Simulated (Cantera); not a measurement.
**Thermodynamics of silicon etching in halogen gases, feed Si + Br2 + H2**

Charge: 1 mol Si, 6.6 mol Br2, 61 mol H2, held at 1475 K.

Equilibrium computed with Cantera from the NASA thermochemical tables; the gas is ideal and each condensed phase is pure. Candidate condensed phases: Br2, Si; 19 gas species. The tables' values for SiBr3, SiBr are old estimates; treat these amounts as uncertain. Rates play no part.

From 1.00e-5 bar to 1.00 bar nothing is condensed. The main Si-bearing gas is SiBr2 throughout.

| P (Pa) | x H2 | x HBr | x Br | x SiBr2 | x H | x SiBr4 |
|---|---|---|---|---|---|---|
| 1 | 0.820 | 0.108 | 0.0540 | 0.0138 | 0.00371 | 1.55e-8 |
| 6.80 | 0.820 | 0.137 | 0.0263 | 0.0144 | 0.00142 | 1.79e-7 |
| 46 | 0.820 | 0.153 | 0.0113 | 0.0146 | 0.000548 | 1.54e-6 |
| 320 | 0.820 | 0.161 | 0.00450 | 0.0146 | 0.000208 | 1.17e-5 |
| 2200 | 0.820 | 0.163 | 0.00175 | 0.0144 | 7.92e-5 | 8.23e-5 |
| 15000 | 0.821 | 0.163 | 0.000668 | 0.0135 | 3.03e-5 | 0.000524 |
| 100000 | 0.826 | 0.159 | 0.000251 | 0.0103 | 1.18e-5 | 0.00252 |
x: gas mole fraction; nothing condenses.
